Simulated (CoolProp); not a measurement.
Hydrogen chloride at several states: Z from the reference equation and from simpler models built on Tc = 51.5 °C, pc = 8.314 MPa, ω = 0.130; each cubic takes its own stable root.

Values from CoolProp's reference Helmholtz-energy equation of state, Thol 2018.

```
T (°C)  p (MPa)  phase  reference
------  -------  -----  ---------
285.05     2.73    gas     0.9799
32.85      1.84    gas     0.8930
83.65      1.59    gas     0.9454
356.05    0.441    gas     0.9980
161.45   0.0532    gas     0.9990
```

### Question
How far does each simpler model (Pitzer virial, Redlich-Kwong, Soave-Redlich-Kwong, Peng-Robinson) lie from the reference over these 5 states: mean and median of the absolute difference, and the worst?

### Answer
- Pitzer virial: mean 0.6 %, median 0.5 %, worst +1.7 % at 32.85 °C and 1.84 MPa
- Redlich-Kwong: mean 0.4 %, median 0.1 %, worst +1.3 % at 32.85 °C and 1.84 MPa
- Soave-Redlich-Kwong: mean 0.5 %, median 0.5 %, worst +1.1 % at 32.85 °C and 1.84 MPa
- Peng-Robinson: mean 0.1 %, median 0.1 %, worst +0.2 % at 285.05 °C and 2.73 MPa
